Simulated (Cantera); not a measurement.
Input: 1 mol Si, 0.44 mol NH₃, 5.8 mol N₂, held at 1850 K.

These are equilibrium values from Cantera (NASA tables, ideal gas, pure condensed phases), not measurements of a reactor. Candidate condensed phases: Si, Si₃N₄; 18 gas species. The tables' values for SiN are old estimates; treat these amounts as uncertain. The numbers say what is thermodynamically allowed, not how fast it happens.

x: gas mole fraction; n: condensed amount in mol.

```tsv
P (Pa)	x N₂	x H₂	x Si	x H	n Si(l)	n Si₃N₄(s)
10	0.835	0.0837	0.0645	0.0156	0.518	0
61	0.888	0.0940	(withheld)	(withheld)	0.924	0
370	0.898	0.0971	0.00174	0.00276	0.987	0
2200	0.889	0.109	0.000292	0.00120	0	0.333
13000	0.890	0.109	1.51e-5	0.000494	0	0.333
82000	0.890	0.110	(withheld)	(withheld)	0	0.333
500000	0.890	0.110	3.45e-8	7.98e-5	0	0.333
3000000	0.890	0.110	1.74e-9	3.26e-5	0	0.333
```

Task: Fill in the missing entries.

Result: 
- 82000, x Si: 7.02e-7
- 82000, x H: 0.000197
- 61, x Si: 0.0106
- 61, x H: 0.00669
